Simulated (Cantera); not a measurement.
An isothermal, constant-pressure homogeneous reactor starts with 1.42 % CO, 1.13 % O2, 0.0104 % H2O, 94.5 % N2, 2.93 % H2, at 875 K and 1.01 bar.

Detailed kinetics in Cantera: GRI-Mech 3.0 (53 species, 325 reactions). Below about 950 K walls govern HO2 and H2O2 in real vessels.

Question: Predict: x(CO) at 6.00 s; x(O2) at 6.00 s; x(H2O) at 6.00 s; x(H2) at 6.00 s.

Answer: 
```json
{
 "x(CO) at 6.00 s": "0.0128 (gas-phase equilibrium 0.00458)",
 "x(O2) at 6.00 s": "0.00754 (gas-phase equilibrium <1e-12)",
 "x(H2O) at 6.00 s": "0.00627 (gas-phase equilibrium 0.0133)",
 "x(H2) at 6.00 s": "0.0232 (gas-phase equilibrium 0.0164)"
}
```
